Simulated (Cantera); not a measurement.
Feed: 1 mol n-butane, 1.5 mol CO₂, 0.36 mol N₂, at 2975 K and 75.0 Torr.

These are equilibrium values from Cantera (NASA tables, ideal gas, pure condensed phases), not measurements of a reactor. Candidate condensed phases: C, C₆H₆, C₇H₈, C₈H₁₈, H₂O; 136 gas species. Rates play no part.

Base state: H₂ 0.345, CO 0.308, H 0.272, N₂ 0.0256, C₂H₂ (acetylene) 0.0200, HCN 0.0180, HNC 0.00333, C₂H 0.00260 (mole fractions); condensed: C(graphite).

**Question.** What changes in the equilibrium state with this change: temperature from 2975 K to 1425 K?

**Answer.** 
```tsv
species	before	after
H₂	0.345	0.598
CO	0.308	0.359
N₂	0.0256	0.0430
H	0.272	1.67e-5
C₂H₂ (acetylene)	0.0200	2.11e-6
HCN	0.0180	9.71e-5
C₂H	0.00260	<1e-9
C₃	0.00238	<1e-9
CN	0.00143	<1e-9
C(graphite), mol	1.74	2.50
```
